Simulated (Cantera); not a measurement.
Input (Python, Cantera) and output of one run.

```python
import numpy as np
import cantera as ct

gas_names = """
    CL CL2 H HCL H2 N NH NH2 NH3 N2 N2H2 N2H4 Si SiCL SiCL2 SiCL3 SiCL4 SiH SiHCL3 SiH2 SiH2CL2 SiH3
    SiH3CL SiH4 SiN Si2 Si2N Si3
""".split()
cond_names = """
    NH4CL(a) NH4CL(b) Si(cr) Si(L) Si3N4(a)
""".split()


# ... load() reads the species with a 1 bar reference pressure and builds the phases ...
atoms = {
    'Si3N4': {'Si': 3, 'N': 4},
    'HCl': {'H': 1, 'CL': 1},
}
top_T = {'Si3N4(a)': 2400}  # K; cautious upper limits of use, not melting points


# ... equilibrate(T, P, feed) seeds the gas with the atoms and calls Mixture.equilibrate('TP', solver="vcs", rtol=1e-11, max_steps=5000) ...
results = []
P = 100000  # Pa
for T in [1200, 1275, 1350, 1425, 1500, 1575, 1650, 1725, 1800, 1875, 1950, 2025, 2100]:
    for m in [2.4, 3, 3.8, 4.7, 5.9, 7.4, 9.3, 12, 15, 18, 23, 29, 36]:
        feed = {'Si3N4': 1, 'HCl': m}  # mol
        mix = equilibrate(T, P, feed)
        results.append((T, P, feed, dict(zip(mix.species_names, mix.species_moles))))

for T, P, feed, n in results:
    print(f"{T:7g} {feed['HCl']:10.4g}  " + (" + ".join(c for c in cond_names if n.get(c, 0) > 1e-12) or "gas only"))
```

Result:

```
   1200        2.4  Si3N4(a)
   1200          3  Si3N4(a)
   1200        3.8  Si3N4(a)
   1200        4.7  Si3N4(a)
   1200        5.9  Si3N4(a)
   1200        7.4  Si3N4(a)
   1200        9.3  Si3N4(a)
   1200         12  Si3N4(a)
   1200         15  Si3N4(a)
   1200         18  Si3N4(a)
   1200         23  gas only
   1200         29  gas only
   1200         36  gas only
   1275        2.4  Si3N4(a)
   1275          3  Si3N4(a)
   1275        3.8  Si3N4(a)
   1275        4.7  Si3N4(a)
   1275        5.9  Si3N4(a)
   1275        7.4  Si3N4(a)
   1275        9.3  Si3N4(a)
   1275         12  Si3N4(a)
   1275         15  Si3N4(a)
   1275         18  Si3N4(a)
   1275         23  gas only
   1275         29  gas only
   1275         36  gas only
   1350        2.4  Si3N4(a)
   1350          3  Si3N4(a)
   1350        3.8  Si3N4(a)
   1350        4.7  Si3N4(a)
   1350        5.9  Si3N4(a)
   1350        7.4  Si3N4(a)
   1350        9.3  Si3N4(a)
   1350         12  Si3N4(a)
   1350         15  Si3N4(a)
   1350         18  Si3N4(a)
   1350         23  gas only
   1350         29  gas only
   1350         36  gas only
   1425        2.4  Si3N4(a)
   1425          3  Si3N4(a)
   1425        3.8  Si3N4(a)
   1425        4.7  Si3N4(a)
   1425        5.9  Si3N4(a)
   1425        7.4  Si3N4(a)
   1425        9.3  Si3N4(a)
   1425         12  Si3N4(a)
   1425         15  Si3N4(a)
   1425         18  Si3N4(a)
   1425         23  gas only
   1425         29  gas only
   1425         36  gas only
   1500        2.4  Si3N4(a)
   1500          3  Si3N4(a)
   1500        3.8  Si3N4(a)
   1500        4.7  Si3N4(a)
   1500        5.9  Si3N4(a)
   1500        7.4  Si3N4(a)
   1500        9.3  Si3N4(a)
   1500         12  Si3N4(a)
   1500         15  Si3N4(a)
   1500         18  Si3N4(a)
   1500         23  gas only
   1500         29  gas only
   1500         36  gas only
   1575        2.4  Si3N4(a)
   1575          3  Si3N4(a)
   1575        3.8  Si3N4(a)
   1575        4.7  Si3N4(a)
   1575        5.9  Si3N4(a)
   1575        7.4  Si3N4(a)
   1575        9.3  Si3N4(a)
   1575         12  Si3N4(a)
   1575         15  Si3N4(a)
   1575         18  gas only
   1575         23  gas only
   1575         29  gas only
   1575         36  gas only
   1650        2.4  Si3N4(a)
   1650          3  Si3N4(a)
   1650        3.8  Si3N4(a)
   1650        4.7  Si3N4(a)
   1650        5.9  Si3N4(a)
   1650        7.4  Si3N4(a)
   1650        9.3  Si3N4(a)
   1650         12  Si3N4(a)
   1650         15  Si3N4(a)
   1650         18  gas only
   1650         23  gas only
   1650         29  gas only
   1650         36  gas only
   1725        2.4  Si3N4(a)
   1725          3  Si3N4(a)
   1725        3.8  Si3N4(a)
   1725        4.7  Si3N4(a)
   1725        5.9  Si3N4(a)
   1725        7.4  Si3N4(a)
   1725        9.3  Si3N4(a)
   1725         12  Si3N4(a)
   1725         15  gas only
   1725         18  gas only
   1725         23  gas only
   1725         29  gas only
   1725         36  gas only
   1800        2.4  Si3N4(a)
   1800          3  Si3N4(a)
   1800        3.8  Si3N4(a)
   1800        4.7  Si3N4(a)
   1800        5.9  Si3N4(a)
   1800        7.4  Si3N4(a)
   1800        9.3  Si3N4(a)
   1800         12  gas only
   1800         15  gas only
   1800         18  gas only
   1800         23  gas only
   1800         29  gas only
   1800         36  gas only
   1875        2.4  Si3N4(a)
   1875          3  Si3N4(a)
   1875        3.8  Si3N4(a)
   1875        4.7  Si3N4(a)
   1875        5.9  Si3N4(a)
   1875        7.4  Si3N4(a)
   1875        9.3  Si3N4(a)
   1875         12  gas only
   1875         15  gas only
   1875         18  gas only
   1875         23  gas only
   1875         29  gas only
   1875         36  gas only
   1950        2.4  Si3N4(a)
   1950          3  Si3N4(a)
   1950        3.8  Si3N4(a)
   1950        4.7  Si3N4(a)
   1950        5.9  Si3N4(a)
   1950        7.4  Si3N4(a)
   1950        9.3  gas only
   1950         12  gas only
   1950         15  gas only
   1950         18  gas only
   1950         23  gas only
   1950         29  gas only
   1950         36  gas only
   2025        2.4  Si(L) + Si3N4(a)
   2025          3  Si(L) + Si3N4(a)
   2025        3.8  Si(L) + Si3N4(a)
   2025        4.7  Si(L) + Si3N4(a)
   2025        5.9  Si(L) + Si3N4(a)
   2025        7.4  Si(L)
   2025        9.3  gas only
   2025         12  gas only
   2025         15  gas only
   2025         18  gas only
   2025         23  gas only
   2025         29  gas only
   2025         36  gas only
   2100        2.4  Si(L)
   2100          3  Si(L)
   2100        3.8  Si(L)
   2100        4.7  Si(L)
   2100        5.9  Si(L)
   2100        7.4  Si(L)
   2100        9.3  gas only
   2100         12  gas only
   2100         15  gas only
   2100         18  gas only
   2100         23  gas only
   2100         29  gas only
   2100         36  gas only
```

Equilibrium computed with Cantera from the NASA thermochemical tables; the gas is ideal and each condensed phase is pure. Mutual solubility and eutectic melting of coexisting phases are not modelled. The tables' values for SiCl3 are old estimates.
